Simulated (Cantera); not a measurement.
# Zr + NH₃ + N₂ (tantalum, niobium, vanadium and zirconium in process gases)

A closed system holds: 1 mol Zr, 8.9 mol NH₃, 4.8 mol N₂, at 1400 °C and 120 Pa.

Method: chemical equilibrium by Gibbs-energy minimisation in Cantera with the NASA 1993 tables (ideal gas, pure condensed phases). Candidate condensed phases: Zr, ZrN; 11 gas species. ZrN: taken at fixed stoichiometry. The numbers say what is thermodynamically allowed, not how fast it happens.

The x(H₂) comes out as 0.602 and the x(N₂) comes out as 0.395. The x(H) is 0.00255, the n(ZrN(s)) is 1.00 mol and the gas amount is 22.13 mol. The log10 activity of Zr(β) (absent) is -4.92.
